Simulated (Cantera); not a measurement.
Source: NASA polynomial tables (part measured, part estimated), evaluated in Cantera. Values are per mole of reaction as written; species without (g) are pure solids or liquids, kept so even where they would boil at 1 bar.

NO₂(g) + 4 NbO₂(g) = 2 Nb₂O₅ + N(g)

```
T (K)  ΔH° (kJ)  ΔS° (J/K)  ΔG° (kJ)  log10 K  condensed phases
-----  --------  ---------  --------  -------  ----------------
1350        [?]        [?]       [?]      [?]          Nb₂O₅(s)
1550    -2444.9     -757.4   -1270.9    42.83          Nb₂O₅(s)
1750    -2424.9     -745.3   -1120.7    33.45          Nb₂O₅(s)
1950    -2176.9     -607.2    -992.9    26.59          Nb₂O₅(l)
2150    -2133.7     -586.1    -873.6    21.22          Nb₂O₅(l)
2350        [?]        [?]       [?]      [?]          Nb₂O₅(l)
```

### Question
Complete the blanks.

### Answer

- 1350, ΔH° (kJ): -2464.8
- 1350, ΔS° (J/K): -771.2
- 1350, ΔG° (kJ): -1423.7
- 1350, log10 K: 55.09
- 2350, ΔH° (kJ): -2090.7
- 2350, ΔS° (J/K): -567.0
- 2350, ΔG° (kJ): -758.3
- 2350, log10 K: 16.85
